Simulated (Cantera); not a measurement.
**Equilibrium for chlorosilane synthesis and conversion: SiCl4 + HCl + H2**

Charge: 1 mol SiCl4, 1.1 mol HCl, 0.23 mol H2, held at 0.100 bar.

Method: chemical equilibrium by Gibbs-energy minimisation in Cantera with the NASA 1993 tables (ideal gas, pure condensed phases). Candidate condensed phases: Si; 19 gas species. The tables' values for SiCl3 are old estimates; treat these amounts as uncertain. Equilibrium is a limit: real reactors are often held back by kinetics, nucleation or transport.

```csv
T (K),log p HCl,log p SiCl4,log p H2,log p SiCl3,log p SiHCl3
625,-1.33,-1.37,-2.01,-10.48,-6.36
700,-1.33,-1.37,-2.01,-8.90,-5.74
775,-1.33,-1.37,-2.01,-7.62,-5.24
850,-1.33,-1.37,-2.01,-6.57,-4.83
925,-1.33,-1.37,-2.01,-5.70,-4.49
1000,-1.33,-1.37,-2.01,-4.96,-4.20
1075,-1.32,-1.37,-2.01,-4.33,-3.96
1150,-1.32,-1.37,-2.02,-3.78,-3.76
1225,-1.32,-1.38,-2.03,-3.32,-3.59
1300,-1.31,-1.39,-2.06,-2.93,-3.48
```
log p: log10 of the partial pressure in bar; nothing condenses.

From 625 K to 1300 K nothing is condensed. The main Si-bearing gas is SiCl4 throughout.
